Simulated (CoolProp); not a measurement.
Computed with CoolProp (reference Helmholtz-energy equation of state, Lemmon 2006). It is a short technical equation, of lower accuracy than the large ones.

For toluene, give the phase and the cp (kJ/(kg K)), cv (kJ/(kg K)), expansivity (1/kK), conductivity (mW/(m K)) at 538.2 K and 120 bar; 589.3 K and 120 bar.


- 538.2 K and 120 bar: liquid; cp 2.52, cv 1.99, expansivity 1.98, conductivity 86.9
- 589.3 K and 120 bar: liquid; cp 2.72, cv 2.12, expansivity 2.67, conductivity 83.7

Thermal conductivity comes from a separate model (Assael 2012).
